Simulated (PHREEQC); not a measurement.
0.22 g of hydrous ferric oxide (600 m²/g; 0.2 weak and 0.005 strong sites per Fe, Dzombak-Morel constants, diffuse double layer) in 1 kg of water with 0.05 mol/kgw of an inert sodium salt and 0.56 mmol/kgw CaCl2 and 0.036 mmol/kgw BaCl2, at 25 °C; the pH is set by adding NaOH or the inert anion's acid. O2 is buffered at 0.21 atm. The system is closed to CO2. No solid was allowed to form.

Model: ion-association model, wateq4f.dat, run in PHREEQC.

```json
[
 {"pH": "4", "Ca sorbed (%)": "0.0", "Ba sorbed (%)": "0.0", "surface charge σ (C/m²)": "0.295"},
 {"pH": "4.5", "Ca sorbed (%)": "0.0", "Ba sorbed (%)": "0.0", "surface charge σ (C/m²)": "0.240"},
 {"pH": "5", "Ca sorbed (%)": "0.0", "Ba sorbed (%)": "0.0", "surface charge σ (C/m²)": "0.182"},
 {"pH": "6", "Ca sorbed (%)": "0.0", "Ba sorbed (%)": "0.0", "surface charge σ (C/m²)": "0.090"},
 {"pH": "6.5", "Ca sorbed (%)": "0.1", "Ba sorbed (%)": "[?]", "surface charge σ (C/m²)": "0.058"},
 {"pH": "7", "Ca sorbed (%)": "0.4", "Ba sorbed (%)": "1.2", "surface charge σ (C/m²)": "[?]"},
 {"pH": "7.5", "Ca sorbed (%)": "1.3", "Ba sorbed (%)": "3.4", "surface charge σ (C/m²)": "0.019"},
 {"pH": "8", "Ca sorbed (%)": "3.2", "Ba sorbed (%)": "5.0", "surface charge σ (C/m²)": "0.006"},
 {"pH": "9", "Ca sorbed (%)": "[?]", "Ba sorbed (%)": "7.3", "surface charge σ (C/m²)": "-0.007"},
 {"pH": "9.5", "Ca sorbed (%)": "32.4", "Ba sorbed (%)": "8.7", "surface charge σ (C/m²)": "[?]"},
 {"pH": "10", "Ca sorbed (%)": "38.5", "Ba sorbed (%)": "9.5", "surface charge σ (C/m²)": "-0.010"}
]
```

Question: What belongs in the gaps?

Answer: 
- 6.5, Ba sorbed (%): 0.3
- 7, surface charge σ (C/m²): 0.035
- 9, Ca sorbed (%): 21.6
- 9.5, surface charge σ (C/m²): -0.009
